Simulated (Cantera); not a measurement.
Feed: 1 mol Fe3O4, 0.024 mol HCl, held at 652 °C and 5500 Pa.

Cantera equilibrium calculation (NASA polynomials, part measured and part estimated; ideal gas, pure solids and liquids). Candidate condensed phases: Fe, FeCl2, FeCl3, FeO, Fe(OH)2, Fe(OH)3, Fe2O3, Fe3O4, H2O; 22 gas species. The numbers say what is thermodynamically allowed, not how fast it happens.

**Question.** What is the equilibrium state?

**Answer.** 
```
Property                                     Result
-------------------------------------  ------------
x(HCl)                                        0.932
x(H2O)                                       0.0374
x(FeCl2)                                     0.0196
x(FeCl3)                                     0.0105
x(Fe2Cl4)                                  0.000975
x(Fe2Cl6)                                   4.48e-5
x(Cl2)                                      7.59e-6
x(Cl)                                       1.36e-6
n(Fe2O3(s))                            0.000388 mol
n(Fe3O4(s))                               0.999 mol
gas amount                              0.02385 mol
log10 activity of FeCl2(s) (absent)           -0.60
log10 activity of Fe(α) (absent)              -6.98
log10 activity of Fe(OH)2(s) (absent)         -8.63
```
